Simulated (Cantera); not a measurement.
A closed system holds: 1 mol Si, a varied amount of Cl2, 2.6 mol H2, held at 1075 °C and 25.0 bar.

Equilibrium computed with Cantera from the NASA thermochemical tables; the gas is ideal and each condensed phase is pure. Candidate condensed phases: Si; 19 gas species. The tables' values for SiCl3 are old estimates; treat these amounts as uncertain. The numbers say what is thermodynamically allowed, not how fast it happens.

Problem. At 2 mol Cl2, list the 4 most abundant gas species with their mole fractions, and the condensed phases.

Solution. H2 0.631, SiCl4 0.189, HCl 0.0933, SiHCl3 0.0725. Condensed: gas only.
